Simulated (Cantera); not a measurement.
Transport properties of process gases

Gas mixture: 61.1 % CO, 38.9 % C₂H₆, at 4.93 atm, frozen composition.

Cantera's kinetic-theory transport with the Lennard-Jones parameters of GRI-Mech 3.0, ideal gas; thermal conductivity in the mixture-averaged form.

```tsv
T (K)	ρ (kg/m³)	cp (J/kg/K)	μ (µPa s)	λ (mW/m/K)	Pr	D (cm²/s) H	D (cm²/s) CO₂	D (cm²/s) OH
400	4.33	1502	17.3	33.2	0.781	0.350	0.0460	0.0915
500	3.47	1682	20.5	42.8	0.806	0.519	0.0690	0.135
600	2.89	1852	23.5	52.6	0.828	0.713	0.0955	0.184
700	2.48	2003	26.3	62.3	0.846	0.931	0.125	0.239
800	2.17	2134	28.9	71.7	0.860	1.17	0.158	0.299
900	1.93	2249	31.4	81.0	0.871	1.43	0.193	0.365
1000	1.73	2359	33.7	90.1	0.883	1.71	0.232	0.435
```
D: mixture-averaged diffusion coefficient of that species in the mixture.
